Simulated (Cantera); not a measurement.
Input (Python, Cantera) and output of one run.

```python
import numpy as np
import cantera as ct

gas_names = """
    N NO NO2 NO3 N2 N2O O O2 O3 Pb PbO Pb2
""".split()
cond_names = """
    Pb(cr) Pb(L) PbO(rd) PbO(yw) PbO(L) PbO2(s) Pb3O4(s)
""".split()


# ... load() reads the species with a 1 bar reference pressure and builds the phases ...
atoms = {
    'PbO': {'Pb': 1, 'O': 1},
    'N2': {'N': 2},
}
top_T = {'Pb3O4(s)': 820}  # K; cautious upper limits of use, not melting points


# ... equilibrate(T, P, feed) seeds the gas with the atoms and calls Mixture.equilibrate('TP', solver="vcs", rtol=1e-11, max_steps=5000) ...
results = []
T = 1398.15  # K
P = 10000  # Pa
for m in [6.5, 8.1, 10, 12, 15, 19, 24, 29, 37, 45, 56]:
    feed = {'PbO': 1, 'N2': m}  # mol
    mix = equilibrate(T, P, feed)
    results.append((T, P, feed, dict(zip(mix.species_names, mix.species_moles))))

top = {s: max(r[3][s] / sum(r[3][g] for g in gas_names) for r in results) for s in gas_names}
cols = sorted((s for s in top if top[s] > 0.001), key=lambda s: -top[s])[:9]
seen = [c for c in cond_names if any(r[3].get(c, 0) > 1e-12 for r in results)]
print("log10 of partial pressures in bar; condensed amounts in mol")
print(f"{'n(N2)':>10s}" + "".join(f"{s[:9]:>10s}" for s in cols + seen))
for T, P, feed, n in results:
    ng = sum(n[g] for g in gas_names)
    print(f"{feed['N2']:10.4g}" + "".join(f"{np.log10(max(n[s] / ng * P / 1e5, 1e-99)):10.3f}" for s in cols)
          + "".join(f"{n.get(c, 0):10.4g}" for c in seen))
```

Result:

```
log10 of partial pressures in bar; condensed amounts in mol
     n(N2)        N2       PbO        Pb        O2    PbO(L)
       6.5    -1.012    -2.662    -3.422    -3.732    0.8292
       8.1    -1.012    -2.662    -3.422    -3.732    0.7871
        10    -1.012    -2.662    -3.422    -3.732    0.7372
        12    -1.012    -2.662    -3.422    -3.732    0.6847
        15    -1.012    -2.662    -3.422    -3.732    0.6058
        19    -1.012    -2.662    -3.422    -3.732    0.5007
        24    -1.012    -2.662    -3.422    -3.732    0.3693
        29    -1.012    -2.662    -3.422    -3.732    0.2379
        37    -1.012    -2.662    -3.422    -3.732   0.02771
        45    -1.010    -2.737    -3.472    -3.782         0
        56    -1.008    -2.835    -3.537    -3.848         0
```

Equilibrium computed with Cantera from the NASA thermochemical tables; the gas is ideal and each condensed phase is pure. Gases not in the tables: (PbO)n polymers.
